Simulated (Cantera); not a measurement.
A freely propagating, adiabatic, planar premixed flame of 18.6 % CO, 3.35 % H2, 3.16 % CH4, 15.7 % O2, 59.2 % N2, equivalence ratio 1.1, unburnt at 598 K and 64000 Pa; mixture-averaged transport, grid criteria slope 0.08 and curve 0.16, no radiation.

Detailed kinetics in Cantera: GRI-Mech 3.0 (53 species, 325 reactions). Burning velocities carry a grid error of a few per cent, more on coarse grids.

x: mole fraction of selected species; z is measured from the peak of heat release.

```csv
z (mm),T (K),u (m/s),x CO,x H2,x CH4,x N2O,x C2H,x CH2O
-1.74,598,2.49,0.186,0.0335,0.0316,<1e-8,<1e-8,<1e-8
-1.16,598,2.49,0.186,0.0334,0.0316,<1e-8,<1e-8,<1e-8
-0.869,598,2.49,0.186,0.0334,0.0316,<1e-8,<1e-8,1.48e-8
-0.579,599,2.50,0.186,0.0330,0.0316,<1e-8,<1e-8,…
-0.290,677,2.82,0.185,0.0310,0.0307,<1e-8,<1e-8,4.37e-5
-0.145,935,3.90,0.182,0.0282,0.0244,<1e-8,<1e-8,0.000173
0,1369,5.72,0.175,0.0223,0.00690,1.98e-8,<1e-8,0.000337
0.145,1583,6.57,0.153,0.0136,0.000314,5.57e-8,<1e-8,3.30e-5
0.290,1670,6.87,…,0.0110,…,7.23e-8,<1e-8,…
0.579,1779,7.22,0.105,0.0116,<1e-8,7.10e-8,<1e-8,<1e-8
1.16,1897,7.62,0.0939,0.0118,<1e-8,7.01e-8,<1e-8,<1e-8
2.32,2026,8.07,0.0895,0.0107,<1e-8,7.61e-8,<1e-8,<1e-8
4.64,2155,8.50,0.0834,0.00919,<1e-8,8.54e-8,<1e-8,<1e-8
```

Problem. Fill in the missing entries.

Solution. 
- -0.579, x CH2O: 7.66e-7
- 0.290, x CO: 0.130
- 0.290, x CH4: 6.23e-6
- 0.290, x CH2O: 8.02e-7
